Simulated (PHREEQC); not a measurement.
Make-up at 25 °C: 0.18 mol CuCl2, 0.00018 mol HBF4 and 0.00041 mol Ag2SO4 per kg of water. Closed to the air; pH follows from the charge balance.

The numbers come from PHREEQC with the ion-association model, wateq4f.dat.

Question: The ionic strength comes out as 0.471 mol/kgw. What activity coefficients do CuCl+, H+, Cu2(OH)2+2, CuF+, CuOH+ get?

Answer: CuCl+ 0.65, H+ 0.77, Cu2(OH)2+2 0.29, CuF+ 0.73, CuOH+ 0.65.

Precipitation was switched off in this run. Saturation is exceeded, for instance for Cerargyrite; the values hold only as long as no solid forms. Complexes and solids missing from the database can't appear. Real BF4- forms and hydrolyses slowly; the run takes it at equilibrium.
